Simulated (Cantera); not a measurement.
Input (Python, Cantera) and output of one run.

```python
import numpy as np
import cantera as ct

gas_names = [...]  # 123 gases of nasa_gas.yaml made of C, H, O, Si
cond_names = """
    C(gr) C6H6(L) C7H8(L) C8H18(L),n-octa H2O(s) H2O(L) Si(cr) Si(L) SiC(b) SiO2(Lqz) SiO2(hqz) SiO2(L)
""".split()


# ... load() reads the species with a 1 bar reference pressure and builds the phases ...
atoms = {
    'HMDSO': {'Si': 2, 'C': 6, 'H': 18, 'O': 1},
    'H2O': {'H': 2, 'O': 1},
}
top_T = {'C(gr)': 4500, 'SiC(b)': 3050}  # K; cautious upper limits of use, not melting points


# ... equilibrate(T, P, feed) seeds the gas with the atoms and calls Mixture.equilibrate('TP', solver="vcs", rtol=1e-11, max_steps=5000) ...
results = []
feed = {'HMDSO': 1, 'H2O': 0.86}  # mol
T = 1375  # K
P = 94000  # Pa
mix = equilibrate(T, P, feed)
results.append((T, P, feed, dict(zip(mix.species_names, mix.species_moles))))
print(gas.report(threshold=1e-06))
for i in range(1, mix.n_phases):
    print(f"{mix.phase(i).name:16s} {mix.phase_moles(i):12.5e} mol")
```

Result:

```
       temperature   1375 K
          pressure   94000 Pa
           density   0.017689 kg/m^3
  mean mol. weight   2.1513 kg/kmol
   phase of matter   gas

                          1 kg             1 kmol
                     ---------------   ---------------
          enthalpy        1.4805e+07         3.185e+07  J
   internal energy        9.4907e+06        2.0418e+07  J
           entropy             82579        1.7766e+05  J/K
    Gibbs function       -9.8742e+07       -2.1243e+08  J
 heat capacity c_p             14924             32107  J/K
 heat capacity c_v             11059             23792  J/K

                      mass frac. Y      mole frac. X     chem. pot. / RT
                     ---------------   ---------------   ---------------
               CH4          0.034378         0.0046101           -38.876
                CO          0.035199         0.0027035           -42.141
    C2H2,acetylene        2.1361e-05        1.7649e-06           -22.485
              C2H4        2.3969e-05        1.8381e-06           -40.908
                 H        1.6498e-06        3.5212e-06           -9.2111
                H2           0.93021           0.99266           -18.422
               H2O        9.7199e-05        1.1607e-05           -58.531
               SiO        6.1274e-05        2.9902e-06           -49.937
     [ +115 minor]        3.2886e-06        3.9071e-07

C(gr)             4.84461e+00 mol
Si(cr)            0.00000e+00 mol
SiC(b)            1.08335e+00 mol
SiO2(hqz)         9.16625e-01 mol
```

Equilibrium computed with Cantera from the NASA thermochemical tables; the gas is ideal and each condensed phase is pure. The feed counts by its element totals alone. Mutual solubility and eutectic melting of coexisting phases are not modelled. The tables hold silica as quartz up to 1696 K and as liquid above; real silica turns to tridymite and cristobalite and melts near 1996 K.
